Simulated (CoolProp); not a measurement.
Vapour-liquid equilibrium of ethylbenzene (1) + n-nonane (2) at 0.00402 bar; x and y are mole fractions of (1).

Model: multi-fluid Helmholtz-energy mixture model, Zhou 2012 and Lemmon 2006; pair parameters Bell 2016, in CoolProp.

| x | bubble temperature (°C) | y at the bubble point | dew temperature at overall composition x (°C) | liquid density (mol/L) |
|---|---|---|---|---|
| 0.05 | 17.7 | 0.143 | 18.8 | 5.702 |
| 0.125 | 15.7 | 0.309 | 17.9 | 5.856 |
| 0.2 | 14.1 | 0.433 | 17.1 | 6.014 |
| 0.275 | 12.7 | 0.529 | 16.2 | 6.179 |
| 0.35 | 11.5 | 0.604 | 15.2 | 6.351 |
| 0.425 | 10.5 | 0.665 | 14.2 | 6.531 |
| 0.5 | 9.7 | 0.717 | 13.1 | 6.719 |
| 0.575 | 9.0 | 0.762 | 12.0 | 6.918 |
| 0.65 | 8.4 | 0.803 | 10.8 | 7.127 |
| 0.725 | 7.8 | 0.842 | 9.6 | 7.347 |
| 0.8 | 7.4 | 0.881 | 8.4 | 7.581 |
| 0.875 | 6.9 | 0.922 | 7.4 | 7.829 |
| 0.95 | 6.5 | 0.967 | 6.7 | 8.092 |

No azeotrope shows between x = 0.05 and 0.95.

The pair parameters rest on a limited set of measurements; away from them the model extrapolates.
